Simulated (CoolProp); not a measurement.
Saturation properties of propylene.

Computed with CoolProp (reference Helmholtz-energy equation of state, Lemmon 2013).

| T (K) | p (kPa) | liquid density (kg/m³) | vapour density (kg/m³) | surface tension (mN/m) | liquid viscosity (µPa s) | vapour viscosity (µPa s) |
|---|---|---|---|---|---|---|
| 239.8 | 185.7 | 592.0 | 4.148 | 14.7 | 168 | 6.75 |
| 248.8 | 261.5 | 580.2 | 5.720 | 13.5 | 153 | 7.02 |
| 257.8 | 358.8 | 568.0 | 7.716 | 12.2 | 140 | 7.29 |
| 266.8 | 480.9 | 555.4 | 10.21 | [?] | 128 | 7.59 |
| 275.8 | 631.7 | 542.2 | 13.31 | 9.83 | 117 | 7.91 |
| 284.8 | 814.8 | 528.3 | 17.11 | [?] | 108 | 8.28 |
| 293.8 | 1034 | 513.7 | 21.77 | 7.50 | 99.0 | 8.68 |
| 302.8 | 1294 | [?] | 27.47 | 6.38 | 90.9 | 9.15 |
| 311.8 | 1599 | 481.2 | 34.48 | 5.29 | 83.3 | 9.70 |
| 320.8 | 1953 | 462.8 | 43.17 | 4.23 | 76.0 | 10.4 |
| 329.8 | 2361 | 442.2 | 54.14 | 3.21 | 68.9 | 11.2 |
| 338.8 | 2830 | 418.3 | 68.42 | [?] | 61.8 | 12.3 |
| 347.8 | 3366 | 388.9 | [?] | 1.33 | 54.2 | 13.8 |
| 356.8 | 3979 | 347.7 | 119.7 | 0.519 | 45.4 | 16.3 |

Question: Some entries are withheld; supply them.

Answer: 
- 266.8, surface tension (mN/m): 11.0
- 284.8, surface tension (mN/m): 8.65
- 302.8, liquid density (kg/m³): 498.1
- 338.8, surface tension (mN/m): 2.24
- 347.8, vapour density (kg/m³): 88.16

It boils at 225.5 K under 1 atm.

Viscosity comes from a separate model (Huber 2003), an estimate that may be off by 10 % or more. Surface tension comes from a separate correlation (Mulero 2012).
